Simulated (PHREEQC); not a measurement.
0.031 g of hydrous ferric oxide (600 m²/g; 0.2 weak and 0.005 strong sites per Fe, Dzombak-Morel constants, diffuse double layer) in 1 kg of water with 0.001 mol/kgw of an inert sodium salt and 0.00019 mmol/kgw NaH2PO4 and 0.00066 mmol/kgw NaF, at 25 °C; the pH is set by adding NaOH or the inert anion's acid. Oxygen alone is held at its pressure in air (log pO2 = -0.68). CO2 from the air is kept out. Precipitation was switched off in this run.

The series has 13 steps of pH, from 3 to 9.

Computed with PHREEQC (ion-association model, wateq4f.dat).

Problem. Near which pH is half of the P sorbed, and on which side is more sorbed?

Solution. Near pH 8.7, with more sorbed at lower pH.

Problem. Near which pH is half of the F sorbed, and on which side is more sorbed?

Solution. Near pH 5.3, with more sorbed at lower pH.

H3PO4, which wateq4f.dat lacks, is added to it with the constant of phreeqc.dat. The oxide is taken as insoluble; below pH 4 it would dissolve.
